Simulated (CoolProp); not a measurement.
A single-stage vapour-compression cycle with the fluid: evaporating at 326.15 K (dew point), condensing at 392.15 K (bubble point), superheat 0 K, subcooling 8 K, compressor efficiency 0.8, no pressure losses. The same conditions are run with several fluids, on thermodynamics alone (safety and materials aside).

Values from CoolProp's reference Helmholtz-energy equation of state of each fluid (isobutane: Bücker 2006; R21: Platzer 1990; n-perfluoropentane: Gao 2022; vinyl chloride: Thol 2022; R114: Platzer 1990; R1336mzz(E): Akasaka 2023). The equations of Platzer and Polt are older, rougher fits.

| fluid | cooling COP | pressure ratio | discharge temperature (K) | refrigerating effect (kJ/kg) | volumetric capacity (kJ/m³) |
|---|---|---|---|---|---|
| isobutane | 2.13 | 3.78 | 392.2 | 124 | 2350 |
| R21 | 3.11 | 4.48 | 418.8 | 146 | 2650 |
| n-perfluoropentane | 1.16 | 5.19 | 392.1 | 14.9 | 394 |
| vinyl chloride | 2.91 | 3.86 | 420.7 | 193 | 4310 |
| R114 | 2.27 | 4.22 | 392.1 | 51.2 | 1790 |
| R1336mzz(E) | 1.98 | 4.73 | 392.1 | 47.4 | 1580 |

The compression ends wet for: isobutane; n-perfluoropentane; R114; R1336mzz(E).
